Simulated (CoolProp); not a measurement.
R134a along the isobar 19.8 MPa: Z from the reference equation and from simpler models built on Tc = 101.1 °C, pc = 4.059 MPa, ω = 0.327; each cubic takes its own stable root.

Computed with CoolProp (reference Helmholtz-energy equation of state, Tillner-Roth 1994).

```
T (°C)          phase  reference  Redlich-Kwong  Soave-Redlich-Kwong
------  -------------  ---------  -------------  -------------------
-9.85          liquid     0.6681         0.7761               0.7539
2.95           liquid     0.6529         0.7569               0.7353
15.75          liquid     0.6400         0.7407               0.7199
28.45          liquid     0.6294         0.7273               0.7078
41.25          liquid     0.6210         0.7162               0.6985
54.05          liquid     0.6146         0.7074               0.6920
66.85          liquid     0.6104         0.7008               0.6885
79.65          liquid     0.6084         0.6963               0.6878
92.35          liquid     0.6086         0.6938               0.6900
105.15  supercritical     0.6112         0.6932               0.6951
117.95  supercritical     0.6163         0.6945               0.7033
130.75  supercritical     0.6242         0.6976               0.7145
143.55  supercritical     0.6348         0.7024               0.7287
156.25  supercritical     0.6483         0.7089               0.7454
169.05  supercritical     0.6646         0.7170               0.7646
181.85  supercritical     0.6834         0.7264               0.7856
```
